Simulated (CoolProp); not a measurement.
Vapour-liquid equilibrium of R227EA (1) + isobutane (2) at 2.45 bar; x and y are mole fractions of (1).

The numbers come from the multi-fluid Helmholtz-energy mixture model, Lemmon 2016 and Bücker 2006; pair parameters Bell 2016 in CoolProp.

Problem. Give the bubble temperature and the first vapour's composition at x = 0.05, 0.425, 0.5. Is there an azeotrope?

Solution. x = 0.05: 281.1 K, y = 0.187; x = 0.425: 272.0 K, y = 0.517; x = 0.5: 271.8 K, y = 0.539. y crosses x between x = 0.5 and 0.575: the model has an azeotrope there.

The pair parameters rest on a limited set of measurements; away from them the model extrapolates.
